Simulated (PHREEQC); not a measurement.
0.61 g of hydrous ferric oxide (600 m²/g; 0.2 weak and 0.005 strong sites per Fe, Dzombak-Morel constants, diffuse double layer) in 1 kg of water with 0.005 mol/kgw of an inert sodium salt and 0.96 mmol/kgw NaF and 0.02 mmol/kgw Na2SO4, at 25 °C; the pH is set by adding NaOH or the inert anion's acid. Oxygen alone is held at its pressure in air (log pO2 = -0.68). The system is closed to CO2. Precipitation was switched off in this run.

The numbers come from PHREEQC with the ion-association model, wateq4f.dat.

Question: Predict surface charge σ (C/m²), surface potential ψ (mV) at pH = 5.67, 8.33, 9, 10.33, 11.

Answer: 
| pH | surface charge σ (C/m²) | surface potential ψ (mV) |
|---|---|---|
| 5.67 | 0.029 | 96 |
| 8.33 | -0.002 | -14 |
| 9 | -0.010 | -50 |
| 10.33 | -0.046 | -118 |
| 11 | -0.086 | -146 |

Complexes and solids missing from the database can't appear. The oxide is taken as insoluble; below pH 4 it would dissolve.
